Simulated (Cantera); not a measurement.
A perfectly stirred reactor is fed with N2O : H2 : N2 = 1 : 0.0029 : 0.81 (molar parts), at 13300 Pa; it is held at 1200 K, and followed from long to short residence time.

Detailed kinetics in Cantera: GRI-Mech 3.0 (53 species, 325 reactions). GRI-Mech 3.0 was tuned for natural gas; its chemistry of N2O as a main component is partial and can be far from experiment. The mechanism lacks the step 2 NO + O2 → 2 NO2, which can matter for NO2 below about 1400 K. The temperature is held fixed by assumption; the heat of reaction is taken as removed at once.

Problem. Predict: x(N2O) at τ = 0.630 s; x(H2) at τ = 0.630 s; x(H2O) at τ = 0.630 s; x(H2O2) at τ = 0.630 s; x(N2) at τ = 0.630 s; x(N2O) at τ = 43.0 ms; x(H2) at τ = 43.0 ms; x(H2O) at τ = 43.0 ms; x(H2O2) at τ = 43.0 ms; x(N2) at τ = 43.0 ms.

Solution. 
```json
{
  "x(N2O) at τ = 0.630 s": "0.516",
  "x(H2) at τ = 0.630 s": "0.000102",
  "x(H2O) at τ = 0.630 s": "0.00147",
  "x(H2O2) at τ = 0.630 s": "1.00e-9",
  "x(N2) at τ = 0.630 s": "0.468",
  "x(N2O) at τ = 43.0 ms": "0.548",
  "x(H2) at τ = 43.0 ms": "0.000707",
  "x(H2O) at τ = 43.0 ms": "0.000885",
  "x(H2O2) at τ = 43.0 ms": "2.47e-8",
  "x(N2) at τ = 43.0 ms": "0.449"
}
```
